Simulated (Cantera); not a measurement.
## Moist CO burnout

An isothermal, constant-pressure homogeneous reactor starts with 0.376 % CO, 0.456 % O2, 19.2 % H2O, 80.0 % N2, equivalence ratio 0.41, at 1423 K and 5.13 atm.

Computed with Cantera and GRI-Mech 3.0 (53 species, 325 reactions).

```tsv
t (s)	x CO	x O2	x H2O	x O	x NO
0.000400	0.00373	0.00455	0.192	7.95e-8	<1e-12
0.000959	0.00211	0.00404	0.191	6.26e-6	1.05e-9
0.00230	0.000246	0.00291	0.192	1.74e-6	7.71e-9
0.00551	1.91e-5	0.00270	0.192	3.84e-7	9.93e-9
0.0132	1.03e-6	0.00268	0.192	9.83e-8	1.05e-8
0.0316	8.11e-8	0.00268	0.192	3.95e-8	1.06e-8
0.0758	4.70e-8	0.00268	0.192	3.10e-8	1.07e-8
0.182	4.65e-8	0.00268	0.192	3.08e-8	1.08e-8
0.436	4.65e-8	0.00268	0.192	3.08e-8	1.11e-8
1.04	4.65e-8	0.00268	0.192	3.08e-8	1.17e-8
2.50	4.65e-8	0.00268	0.192	3.08e-8	1.32e-8
6.00	4.65e-8	0.00268	0.192	3.08e-8	1.67e-8
```
x: mole fraction; the columns are a selection and need not sum to one.

Equilibrium at this temperature and pressure: CO 4.69e-8, O2 0.00263, H2O 0.192, O 3.05e-8, NO 9.34e-5 (gas phase only).
